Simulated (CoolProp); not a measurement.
Octamethylcyclotetrasiloxane (D4) along the isotherm 447.1 K: Z from the reference equation and from simpler models built on Tc = 586.5 K, pc = 1347 kPa, ω = 0.598; each cubic takes its own stable root.

Computed with CoolProp (reference Helmholtz-energy equation of state, Thol 2015).

```json
[
 {"p (kPa)": "6.39", "phase": "gas", "reference": "0.9954", "van der Waals": "0.9973", "Redlich-Kwong": "0.9965", "Soave-Redlich-Kwong": "0.9957", "Peng-Robinson": "0.9955"},
 {"p (kPa)": "11.4", "phase": "gas", "reference": "0.9918", "van der Waals": "0.9952", "Redlich-Kwong": "0.9938", "Soave-Redlich-Kwong": "0.9924", "Peng-Robinson": "0.9920"},
 {"p (kPa)": "20.2", "phase": "gas", "reference": "0.9854", "van der Waals": "0.9915", "Redlich-Kwong": "0.9890", "Soave-Redlich-Kwong": "0.9864", "Peng-Robinson": "0.9857"},
 {"p (kPa)": "35.9", "phase": "gas", "reference": "0.9737", "van der Waals": "…", "Redlich-Kwong": "0.9803", "Soave-Redlich-Kwong": "0.9756", "Peng-Robinson": "0.9744"},
 {"p (kPa)": "63.9", "phase": "gas", "reference": "0.9522", "van der Waals": "…", "Redlich-Kwong": "0.9644", "Soave-Redlich-Kwong": "…", "Peng-Robinson": "0.9537"},
 {"p (kPa)": "114", "phase": "liquid", "reference": "0.01184", "van der Waals": "0.9502", "Redlich-Kwong": "0.9349", "Soave-Redlich-Kwong": "0.01307", "Peng-Robinson": "0.01155"},
 {"p (kPa)": "202", "phase": "liquid", "reference": "0.02097", "van der Waals": "0.9079", "Redlich-Kwong": "0.8788", "Soave-Redlich-Kwong": "0.02313", "Peng-Robinson": "0.02044"},
 {"p (kPa)": "359", "phase": "liquid", "reference": "0.03724", "van der Waals": "…", "Redlich-Kwong": "0.04532", "Soave-Redlich-Kwong": "0.04103", "Peng-Robinson": "0.03626"},
 {"p (kPa)": "639", "phase": "liquid", "reference": "0.06615", "van der Waals": "0.1144", "Redlich-Kwong": "…", "Soave-Redlich-Kwong": "0.07276", "Peng-Robinson": "0.06435"},
 {"p (kPa)": "1140", "phase": "liquid", "reference": "0.1176", "van der Waals": "0.1997", "Redlich-Kwong": "0.1410", "Soave-Redlich-Kwong": "0.1290", "Peng-Robinson": "0.1142"},
 {"p (kPa)": "2020", "phase": "liquid", "reference": "0.2073", "van der Waals": "0.3438", "Redlich-Kwong": "0.2449", "Soave-Redlich-Kwong": "0.2263", "Peng-Robinson": "0.2006"}
]
```

Problem. Some entries are withheld; supply them.

Solution. 
- 35.9, van der Waals: 0.9848
- 63.9, van der Waals: 0.9727
- 63.9, Soave-Redlich-Kwong: 0.9558
- 359, van der Waals: 0.8205
- 639, Redlich-Kwong: 0.08003

At some of these states van der Waals, Redlich-Kwong gives the other phase, because its saturation line lies elsewhere.
